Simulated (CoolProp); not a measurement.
Vapour-liquid equilibrium of cyclohexane (1) + ethylbenzene (2) at 452.8 K; x and y are mole fractions of (1).

Computed with CoolProp (multi-fluid Helmholtz-energy mixture model, Zhou 2014 and Zhou 2012; pair parameters Bell 2016).

```
x      bubble pressure (kPa)  y at the bubble point  dew pressure at overall composition x (kPa)  liquid density (mol/L)
-----  ---------------------  ---------------------  -------------------------------------------  ----------------------
0.05                     ___                  0.149                                        297.8                   6.760
0.125                  379.5                  0.318                                        317.0                   6.797
0.2                      ___                    ___                                        338.7                   6.833
0.275                    ___                  0.543                                        363.5                   6.868
0.35                   541.7                  0.622                                        392.0                   6.902
0.425                  593.1                  0.686                                        425.0                   6.936
0.5                    643.0                  0.741                                        463.6                     ___
0.575                  691.7                  0.788                                          ___                   7.002
0.65                   739.4                  0.831                                        563.3                   7.036
0.725                  786.6                  0.870                                        627.9                   7.069
0.8                    833.5                  0.906                                          ___                   7.104
0.875                    ___                  0.942                                        793.0                   7.139
0.95                   928.3                  0.977                                        891.7                   7.177
```

**Question.** Complete the blanks.

**Answer.** 
- 0.05, bubble pressure (kPa): 323.6
- 0.2, bubble pressure (kPa): 434.7
- 0.2, y at the bubble point: 0.445
- 0.275, bubble pressure (kPa): 488.9
- 0.5, liquid density (mol/L): 6.969
- 0.575, dew pressure at overall composition x (kPa): 509.2
- 0.8, dew pressure at overall composition x (kPa): 704.3
- 0.875, bubble pressure (kPa): 880.6

No azeotrope shows between x = 0.05 and 0.95.

The pair parameters rest on a limited set of measurements; away from them the model extrapolates.
